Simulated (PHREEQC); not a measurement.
1.8 g of hydrous ferric oxide (600 m²/g; 0.2 weak and 0.005 strong sites per Fe, Dzombak-Morel constants, diffuse double layer) in 1 kg of water with 0.1 mol/kgw of an inert sodium salt and 0.0042 mmol/kgw CaCl2 and 0.0064 mmol/kgw MgCl2, at 25 °C; the pH is set by adding NaOH or the inert anion's acid. Oxygen alone is held at its pressure in air (log pO2 = -0.68). No CO2 enters from the air. Nothing may precipitate in this run.

The numbers come from PHREEQC with the ion-association model, wateq4f.dat.

Problem. Predict Ca sorbed (%), Mg sorbed (%), surface charge σ (C/m²), surface potential ψ (mV) at pH = 3.75, 8.25.

Solution. 
```
pH    Ca sorbed (%)  Mg sorbed (%)  surface charge σ (C/m²)  surface potential ψ (mV)
----  -------------  -------------  -----------------------  ------------------------
3.75            0.0            0.0                    0.338                       149
8.25           83.2           87.9                   -0.005                        -7
```

The oxide is taken as insoluble; below pH 4 it would dissolve.
